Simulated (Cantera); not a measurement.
Feed: 1 mol Fe, 3.2 mol CO2, 0.36 mol CO, equilibrated at 1948 K and 17.3 Torr.

Cantera equilibrium calculation (NASA polynomials, part measured and part estimated; ideal gas, pure solids and liquids). Candidate condensed phases: C, Fe, Fe(CO)5, FeO, Fe2O3, Fe3O4; 15 gas species. The tables' stoichiometric FeO is somewhat more stable than real wüstite, so its field is too wide. FeO: taken at fixed stoichiometry. The numbers say what is thermodynamically allowed, not how fast it happens.

Base state: CO2 0.618, CO 0.381, Fe 0.000569, O2 8.18e-5, FeO 7.11e-5, O 2.65e-5 (mole fractions); condensed: FeO(l).

**Question.** What changes in the equilibrium state with this change: 0.34 mol H2 added?

**Answer.** 
```
species        before     after
-----------  --------  --------
CO2             0.618     0.491
CO              0.381     0.420
H2O                 0    0.0723
H2                  0    0.0141
Fe           0.000569  0.000789
H                   0  0.000884
OH                  0  0.000411
Fe(OH)2             0   2.24e-5
O2            8.18e-5   4.25e-5
O             2.65e-5   1.91e-5
FeO(l), mol     0.998     0.997
```
Further candidate phases: C6H6, C7H8, C8H18, Fe(OH)2, Fe(OH)3, H2O.
